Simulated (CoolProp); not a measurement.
Saturation properties of octamethylcyclotetrasiloxane (D4).

Model: reference Helmholtz-energy equation of state, Thol 2015, in CoolProp.

| T (°C) | p (bar) | liquid density (kg/m³) | enthalpy of vaporisation (kJ/kg) | vapour Z | surface tension (mN/m) |
|---|---|---|---|---|---|
| 81.25 | 0.03821 | 885.6 | 165.2 | 0.9936 | 13.9 |
| 84.65 | 0.04478 | 881.5 | 164.0 | 0.9927 | 13.6 |
| 87.95 | 0.05204 | 877.6 | 162.9 | 0.9918 | 13.4 |
| 91.35 | 0.06052 | 873.5 | 161.7 | 0.9908 | 13.1 |
| 94.65 | 0.06982 | … | 160.5 | 0.9897 | … |
| 98.05 | 0.08062 | 865.5 | 159.3 | 0.9885 | 12.7 |
| 101.35 | 0.09238 | 861.5 | 158.2 | 0.9872 | 12.4 |
| 104.75 | 0.1060 | … | 157.0 | 0.9858 | 12.2 |
| 108.05 | 0.1207 | … | 155.8 | 0.9843 | 12.0 |
| 111.45 | 0.1375 | 849.2 | 154.6 | 0.9826 | 11.7 |
| 114.85 | 0.1562 | 845.0 | 153.4 | … | 11.5 |
| 118.15 | 0.1764 | 840.9 | 152.3 | 0.9790 | … |

Some entries are withheld; supply them.


- 94.65, liquid density (kg/m³): 869.6
- 94.65, surface tension (mN/m): 12.9
- 104.75, liquid density (kg/m³): 857.4
- 108.05, liquid density (kg/m³): 853.4
- 114.85, vapour Z: 0.9809
- 118.15, surface tension (mN/m): 11.3

It boils at 175.7 °C under 1 atm.

Surface tension comes from a separate correlation (Mulero 2014), older than this fluid's equation and unchecked against measurements.
